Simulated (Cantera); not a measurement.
Charge: 1 mol toluene, 0.027 mol O2, 17 mol N2, 0.044 mol H2O, held at 1330 Pa.

Cantera equilibrium calculation (NASA polynomials, part measured and part estimated; ideal gas, pure solids and liquids). Candidate condensed phases: C, C6H6, C7H8, C8H18, H2O; 136 gas species. Kinetics and transport are ignored.

x: gas mole fraction; n: condensed amount in mol.

| T (°C) | x N2 | x H | x H2 | x HCN | x CN | x CH4 | x C3 | n C(graphite) |
|---|---|---|---|---|---|---|---|---|
| 402 | 0.812 | <1e-12 | 0.178 | 8.54e-10 | <1e-12 | … | <1e-12 | 6.84 |
| 602 | 0.804 | 1.90e-10 | 0.191 | 2.06e-7 | <1e-12 | … | <1e-12 | 6.90 |
| 802 | 0.804 | 5.56e-8 | 0.191 | 6.22e-6 | <1e-12 | … | <1e-12 | 6.90 |
| 1002 | 0.804 | 2.79e-6 | 0.191 | 6.38e-5 | 1.45e-12 | … | <1e-12 | 6.90 |
| 1202 | 0.804 | 4.91e-5 | 0.191 | 0.000346 | 3.90e-10 | … | <1e-12 | 6.89 |
| 1402 | 0.803 | 0.000439 | 0.190 | 0.00125 | 2.74e-8 | … | <1e-12 | 6.87 |
| 1602 | 0.801 | 0.00246 | 0.188 | 0.00338 | 7.67e-7 | … | 7.74e-11 | 6.82 |
| 1802 | 0.796 | 0.00982 | 0.181 | 0.00744 | 1.12e-5 | … | 1.23e-8 | 6.72 |
| 2002 | 0.784 | 0.0299 | 0.165 | 0.0137 | 0.000101 | … | 7.86e-7 | 6.55 |
| 2202 | 0.763 | 0.0717 | 0.135 | 0.0214 | 0.000632 | … | 2.52e-5 | 6.30 |
| 2402 | 0.730 | 0.136 | 0.0921 | 0.0276 | 0.00296 | … | 0.000472 | 5.97 |
| 2602 | 0.689 | 0.202 | 0.0486 | 0.0292 | 0.0111 | … | 0.00581 | 5.16 |

Q: Fill in the missing entries.

A: 
- 402, x CH4: 0.00615
- 602, x CH4: 0.000212
- 802, x CH4: 2.20e-5
- 1002, x CH4: 4.52e-6
- 1202, x CH4: 1.41e-6
- 1402, x CH4: 5.82e-7
- 1602, x CH4: 2.85e-7
- 1802, x CH4: 1.53e-7
- 2002, x CH4: 8.20e-8
- 2202, x CH4: 3.81e-8
- 2402, x CH4: 1.31e-8
- 2602, x CH4: 2.82e-9
